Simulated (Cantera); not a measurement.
# Transport properties of process gases

Gas mixture: 70.1 % H₂O, 29.9 % NO, at 0.180 Torr, frozen composition.

Cantera's kinetic-theory transport with the Lennard-Jones parameters of GRI-Mech 3.0, ideal gas; thermal conductivity in the multicomponent form. Polar gases are described roughly by these parameters.

```csv
T (K),ρ (kg/m³),cp (J/kg/K),μ (µPa s),λ (mW/m/K),Pr,D (cm²/s) O,D (cm²/s) CH₃,D (cm²/s) N₂
400,0.000156,1527,16.8,37.2,0.691,2560,1680,1590
500,0.000125,1565,20.7,47.5,0.682,3810,2530,2390
600,0.000104,1611,24.5,58.3,0.678,5250,3520,3310
700,8.91e-5,1660,28.3,69.4,0.676,6870,4630,4350
800,7.79e-5,1710,31.9,80.7,0.675,8640,5860,5480
900,6.93e-5,1760,35.4,92.3,0.675,10600,7190,6720
```
D: mixture-averaged diffusion coefficient of that species in the mixture.
